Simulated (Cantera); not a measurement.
What does this Cantera script print?

```python
import numpy as np
import cantera as ct

gas_names = """
    H HNO HNO2 HNO3 HO2 H2 H2O H2O2 N NH NH2 NH3 NH2OH NO NO2 NO3 N2 N2H2 N2H4 N2O O OH O2 O3 Pb PbO Pb2
""".split()
cond_names = """
    H2O(s) H2O(L) Pb(cr) Pb(L) PbO(rd) PbO(yw) PbO(L) PbO2(s) Pb3O4(s)
""".split()


# ... load() reads the species with a 1 bar reference pressure and builds the phases ...
atoms = {
    'PbO': {'Pb': 1, 'O': 1},
    'H2': {'H': 2},
    'N2': {'N': 2},
}
top_T = {'Pb3O4(s)': 820}  # K; cautious upper limits of use, not melting points


# ... equilibrate(T, P, feed) seeds the gas with the atoms and calls Mixture.equilibrate('TP', solver="vcs", rtol=1e-11, max_steps=5000) ...
results = []
feed = {'PbO': 1, 'H2': 360, 'N2': 1.9}  # mol
P = 16000  # Pa
for T in [1025, 1100, 1175, 1250, 1325, 1400, 1475, 1550, 1625, 1700, 1775, 1850, 1925]:
    mix = equilibrate(T, P, feed)
    results.append((T, P, feed, dict(zip(mix.species_names, mix.species_moles))))

top = {s: max(r[3][s] / sum(r[3][g] for g in gas_names) for r in results) for s in gas_names}
cols = sorted((s for s in top if top[s] > 1e-06), key=lambda s: -top[s])[:8]
seen = [c for c in cond_names if any(r[3].get(c, 0) > 1e-12 for r in results)]
print("log10 of partial pressures in bar; condensed amounts in mol")
print(f"{'T/K':>10s}" + "".join(f"{s[:9]:>10s}" for s in cols + seen))
for T, P, feed, n in results:
    ng = sum(n[g] for g in gas_names)
    print(f"{T:10.4g}" + "".join(f"{np.log10(max(n[s] / ng * P / 1e5, 1e-99)):10.3f}" for s in cols)
          + "".join(f"{n.get(c, 0):10.4g}" for c in seen))
```

It prints:

```
log10 of partial pressures in bar; condensed amounts in mol
       T/K        H2        N2       H2O        Pb         H       NH3     Pb(L)
      1025    -0.799    -3.076    -3.355    -4.556    -8.761    -6.042    0.9371
      1100    -0.800    -3.076    -3.355    -3.917    -7.987    -6.236    0.7257
      1175    -0.801    -3.077    -3.356    -3.361    -7.312    -6.406   0.01234
      1250    -0.801    -3.077    -3.356    -3.356    -6.716    -6.556         0
      1325    -0.801    -3.077    -3.356    -3.356    -6.187    -6.688         0
      1400    -0.801    -3.077    -3.356    -3.356    -5.713    -6.807         0
      1475    -0.801    -3.077    -3.356    -3.356    -5.287    -6.914         0
      1550    -0.801    -3.077    -3.356    -3.356    -4.902    -7.011         0
      1625    -0.801    -3.077    -3.356    -3.356    -4.552    -7.099         0
      1700    -0.801    -3.077    -3.356    -3.356    -4.232    -7.179         0
      1775    -0.801    -3.077    -3.356    -3.356    -3.939    -7.252         0
      1850    -0.801    -3.077    -3.356    -3.356    -3.669    -7.319         0
      1925    -0.802    -3.077    -3.356    -3.356    -3.420    -7.381         0
```

Equilibrium computed with Cantera from the NASA thermochemical tables; the gas is ideal and each condensed phase is pure.
